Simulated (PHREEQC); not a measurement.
Consider water at 20 °C with 23 mmol/kgw HF and 0.14 mmol/kgw KF. Closed to the air; pH follows from the charge balance.

Model: ion-association model, phreeqc.dat, run in PHREEQC.

This is a speciation only: nothing precipitates in the calculation.

Estimate the pH, ionic strength.

pH 2.42; ionic strength 0.00415 mol/kgw.

In which forms is F present?

HF 81 %, F- 17 %, HF2- 2.3 % of the F.

Complexes and solids missing from the database can't appear.
